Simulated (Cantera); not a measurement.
Cantera run:

```python
import numpy as np
import cantera as ct

gas_names = """
    C CH CH2 CH3 CH4 CN C2 C2H C2H2,acetylene C2H2,vinylidene C2H3,vinyl CH3CN C2H4 C2H5 C2H6 CCN CNC
    C2N2 C3 C3H3,propargyl C3H4,allene C3H4,propyne C3H4,cyclo- C3H5,allyl C3H6,propylene C3H6,cyclo-
    C3H7,n-propyl C3H7,i-propyl C3H8 C4 C4H2 C4H4,1,3-cyclo- C4H6,butadiene C4H6,2-butyne C4H6,cyclo-
    C4H8,1-butene C4H8,cis2-buten C4H8,tr2-butene C4H8,isobutene C4H8,cyclo- C4H9,n-butyl C4H9,i-butyl
    C4H9,s-butyl C4H9,t-butyl C4H10,isobutane C4H10,n-butane C4N2 C5 C5H6,1,3cyclo- C5H8,cyclo-
    C5H10,1-pentene C5H10,cyclo- C5H11,pentyl C5H11,t-pentyl C5H12,n-pentane C5H12,i-pentane
    CH3C(CH3)2CH3 C6H2 C6H5,phenyl C6H6 C6H10,cyclo- C6H12,1-hexene C6H12,cyclo- C6H13,n-hexyl
    C7H7,benzyl C7H8 C7H14,1-heptene C7H15,n-heptyl C7H16,n-heptane C8H8,styrene C8H10,ethylbenz
    C8H16,1-octene C8H17,n-octyl C8H18,isooctane C8H18,n-octane C9H19,n-nonyl C10H8,naphthale
    C10H21,n-decyl C12H9,o-bipheny C12H10,bipheny H HCN HCCN HNC H2 N NH NH2 NH3 N2 N2H2 N2H4
""".split()
cond_names = """
    C(gr) C6H6(L) C7H8(L) C8H18(L),n-octa
""".split()


def load(file, names, dense=False):
    # The tables refer to 1 bar. Condensed volumes are neglected.
    table = {s.name: s for s in ct.Species.list_from_file(file)}
    out = []
    for n in names:
        d = dict(table[n].input_data)
        d["thermo"] = dict(d["thermo"], **{"reference-pressure": 1e5})
        if dense:
            d["equation-of-state"] = {"model": "constant-volume", "density": "1e6 g/cm^3"}
        out.append(ct.Species.from_dict(d))
    return out


gas = ct.Solution(thermo="ideal-gas", species=load("nasa_gas.yaml", gas_names))
cond = {s.name: ct.Solution(thermo="fixed-stoichiometry", species=[s], name=s.name)
        for s in load("nasa_condensed.yaml", cond_names, dense=True)}
atoms = {
    'C3H8': {'C': 3, 'H': 8},
    'NH3': {'N': 1, 'H': 3},
    'N2': {'N': 2},
}
top_T = {'C(gr)': 4500}  # K; cautious upper limits of use, not melting points


def equilibrate(T, P, feed):
    n = {}
    for name, mol in feed.items():
        for a, k in atoms[name].items():
            n[a] = n.get(a, 0.0) + k * mol
    gas.TPX = T, P, n
    mass = sum(n.values()) * gas.mean_molecular_weight
    gas.equilibrate("TP")
    valid = [c for c in cond.values() if c.min_temp <= T <= top_T.get(c.name, c.max_temp)]
    mix = ct.Mixture([(gas, mass / gas.mean_molecular_weight)] + [(c, 0.0) for c in valid])
    mix.T, mix.P = T, P
    mix.equilibrate("TP", solver="vcs", rtol=1e-11, max_steps=5000)
    return mix


results = []
feed = {'C3H8': 1, 'NH3': 0.082, 'N2': 3.1}  # mol
T = 2898.15  # K
P = 35000  # Pa
mix = equilibrate(T, P, feed)
results.append((T, P, feed, dict(zip(mix.species_names, mix.species_moles))))
x = sorted(zip(gas.X, gas.species_names), reverse=True)
print(f"T = {T:g} K  P = {P:g} Pa  gas = {mix.phase_moles(0):.4g} mol")
print("   x: " + "  ".join(f"{s} {v:.3e}" for v, s in x if v > 1e-05))
print("   condensed (mol): " + ("  ".join(f"{mix.phase(i).name} {mix.phase_moles(i):.4g}"
      for i in range(1, mix.n_phases) if mix.phase_moles(i) > 1e-12) or "none"))
```

Output:

```
T = 2898.15 K  P = 35000 Pa  gas = 7.758 mol
   x: H2 4.118e-01  N2 3.658e-01  H 1.239e-01  HCN 6.470e-02  C2H2,acetylene 1.886e-02  HNC 1.123e-02  CN 1.818e-03  C2H 8.382e-04  C4H2 3.600e-04  C3 2.893e-04  C2N2 2.225e-04  C 5.309e-05  C2H2,vinylidene 4.660e-05  C2 2.880e-05  CH3 2.536e-05  CH2 1.741e-05  CH 1.077e-05
   condensed (mol): C(gr) 2.067
```

Equilibrium computed with Cantera from the NASA thermochemical tables; the gas is ideal and each condensed phase is pure.
